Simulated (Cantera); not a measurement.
An isothermal, constant-pressure homogeneous reactor starts with C2H6 : N2 = 1 : 1.3 (molar parts), at 1750 K and 0.0711 atm.

Computed with Cantera and GRI-Mech 3.0 (53 species, 325 reactions). GRI-Mech 3.0 stops at C3 and has no aromatics, soot or wall deposition, so with more carbon than oxygen in the feed, carbon stays in small species such as C2H2 where larger ones or solid carbon would form.

Question: Predict: x(C2H6) at 3.00 s; x(H2) at 3.00 s; x(HCN) at 3.00 s; x(C2H) at 3.00 s; x(H) at 3.00 s; x(CH3) at 3.00 s.

Answer: 
```
Property                                              Result
-----------------  -----------------------------------------
x(C2H6) at 3.00 s    1.90e-8 (gas-phase equilibrium 1.07e-8)
x(H2) at 3.00 s          0.463 (gas-phase equilibrium 0.464)
x(HCN) at 3.00 s       3.36e-6 (gas-phase equilibrium 0.121)
x(C2H) at 3.00 s     2.09e-6 (gas-phase equilibrium 1.55e-6)
x(H) at 3.00 s     0.000594 (gas-phase equilibrium 0.000594)
x(CH3) at 3.00 s     2.94e-5 (gas-phase equilibrium 2.06e-5)
```
